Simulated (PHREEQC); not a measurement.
PHREEQC input (ion-association model, phreeqc.dat):

```
SOLUTION 1
  temp 25
  units mol/kgw
  pH 7 charge
END
SELECTED_OUTPUT 1
  -reset false
  -pH true
  -pe true
  -ionic_strength true
  -water true
  -totals Mtg
  -molalities H+ OH-
USER_PUNCH 1
  -headings p_Mtg(g) phi_Mtg(g) p_H2O(g) phi_H2O(g) density
  10 PUNCH PR_P("Mtg(g)"), PR_PHI("Mtg(g)"), PR_P("H2O(g)"), PR_PHI("H2O(g)"), RHO
PRINT
  -reset false
USE solution 1
REACTION_TEMPERATURE 1
  30
GAS_PHASE 1
  -fixed_pressure
  -pressure 200
  -temperature 30
  -volume 20
  Mtg(g) 200
  H2O(g) 0
END
# ... the last block is repeated for the other 6 points of T (°C)
```

Selected output (columns that matter, 7 of 7 rows; T (°C) added in front):

```
T (°C)	pH	mu	Mtg	m_H+	m_OH-	p_Mtg(g)	phi_Mtg(g)	p_H2O(g)	phi_H2O(g)	density
30	6.88	1.3189e-07	0.16101	1.3189e-07	1.3189e-07	199.91	0.72831	0.089017	0.54308	1.0018
40	6.7307	1.8601e-07	0.14409	1.8601e-07	1.8601e-07	199.86	0.75523	0.14469	0.57669	0.99847
50	6.5953	2.5407e-07	0.13433	2.5407e-07	2.5407e-07	199.77	0.77978	0.22831	0.60748	0.99442
60	6.4724	3.3721e-07	0.12946	3.3721e-07	3.3721e-07	199.65	0.80219	0.35056	0.63551	0.98972
70	6.3608	4.361e-07	0.12817	4.361e-07	4.361e-07	199.48	0.82264	0.52486	0.66084	0.98444
80	6.2594	5.5086e-07	0.12968	5.5086e-07	5.5086e-07	199.23	0.84131	0.76777	0.68356	0.97864
90	6.1673	6.8103e-07	0.13348	6.8103e-07	6.8103e-07	198.9	0.85839	1.0992	0.70373	0.97236
```

Species that the database lacks are ignored. Constants without temperature data keep their 25 °C values here.
